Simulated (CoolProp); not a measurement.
Vapour-liquid equilibrium of toluene (1) + n-decane (2) at 0.135 MPa; x and y are mole fractions of (1).

Model: multi-fluid Helmholtz-energy mixture model, Lemmon 2006 and Lemmon 2006; pair parameters Bell 2016, in CoolProp.

```tsv
x	bubble temperature, mixture model (°C)	bubble temperature, Raoult's law (°C)	y, mixture model	y, Raoult's law
0.05	179.7	179.3	0.171	0.189
0.125	171.0	170.7	0.378	0.398
0.2	163.2	163.4	0.534	0.547
0.275	156.3	157.0	0.648	0.655
0.35	150.3	151.4	0.732	0.737
0.425	145.1	146.4	0.794	0.799
0.5	140.7	142.0	0.841	0.847
0.575	136.8	138.0	0.878	0.885
0.65	133.4	134.4	0.907	0.915
0.725	130.4	131.1	0.932	0.940
0.8	127.6	128.0	0.953	0.961
0.875	125.0	125.2	0.972	0.978
0.95	122.6	122.6	0.989	0.992
```

The largest gap from Raoult's law is -1.3 K in bubble temperature, at x = 0.5. No azeotrope shows between x = 0.05 and 0.95.

Pair parameters are fitted to limited data, so mixtures are less certain than the pure fluids. The gap from Raoult's law changes sign with composition, which may be real or a fault of the pair parameters; it wasn't checked against measurements.
